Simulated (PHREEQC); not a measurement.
Consider water at 60 °C with 0.014 mol/kgw HF, 4.3e-05 mol/kgw (CH3)4NF and 4.4e-06 mol/kgw H4SiO4. Closed to the air; pH follows from the charge balance.

The numbers come from PHREEQC with the ion-association model, wateq4f.dat.

This is a speciation only: nothing precipitates in the calculation.

Predict the pH.

pH 2.69.

In which forms is Si present?

SiF6-2 99 %, H4SiO4 1.0 % of the Si.

Complexes and solids missing from the database can't appear. (CH3)4N+ isn't in the database: it is added as a free cation with an ion size of 4 Å. Constants without temperature data keep their 25 °C values here. SiF6-2 is the database's only silicon fluoride.
